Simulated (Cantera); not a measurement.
An isothermal, constant-pressure homogeneous reactor starts with 25.7 % H2, 65.8 % O2, 8.55 % H2O, at 1050 K and 17.3 Torr.

Detailed kinetics in Cantera: the H2/O2 subset of GRI-Mech 3.0, which has no nitrogen chemistry. Radical loss at walls, strong at low pressure, is not modelled. The temperature is held fixed by assumption; the heat of reaction is taken as removed at once.

x: mole fraction; the columns are a selection and need not sum to one.

```csv
t (s),x H2,x O2,x H2O2,x HO2,x O,x H2O
7.00e-6,0.257,0.658,<1e-12,7.29e-11,2.93e-12,0.0855
2.08e-5,0.257,0.658,<1e-12,2.17e-10,2.33e-11,0.0855
6.20e-5,0.257,0.658,<1e-12,6.53e-10,1.73e-10,0.0855
0.000185,0.257,0.658,1.49e-12,2.04e-9,1.73e-9,0.0855
0.000549,0.257,0.658,2.27e-11,2.10e-8,1.79e-7,0.0855
0.00164,0.122,0.597,9.91e-7,2.24e-5,0.0221,0.185
0.00487,0.00556,0.598,1.65e-6,3.14e-5,0.00917,0.374
0.0145,0.000401,0.607,1.18e-6,1.24e-5,0.000546,0.391
0.0431,3.51e-5,0.607,4.51e-7,2.23e-6,5.07e-5,0.392
0.128,4.14e-6,0.608,1.57e-7,4.12e-7,7.99e-6,0.392
0.382,7.26e-7,0.608,5.59e-8,9.72e-8,1.77e-6,0.392
1.14,1.73e-7,0.608,2.02e-8,2.73e-8,4.76e-7,0.392
3.39,4.85e-8,0.608,7.27e-9,8.71e-9,1.41e-7,0.392
10.1,[?],0.608,[?],[?],[?],0.392
30.0,[?],0.608,9.16e-10,[?],[?],0.392
```

**Question.** Some entries are withheld; supply them.

**Answer.** 
- 10.1, x H2: 1.48e-8
- 10.1, x H2O2: 2.57e-9
- 10.1, x HO2: 3.53e-9
- 10.1, x O: 4.42e-8
- 30.0, x H2: 4.80e-9
- 30.0, x HO2: 2.47e-9
- 30.0, x O: 1.46e-8
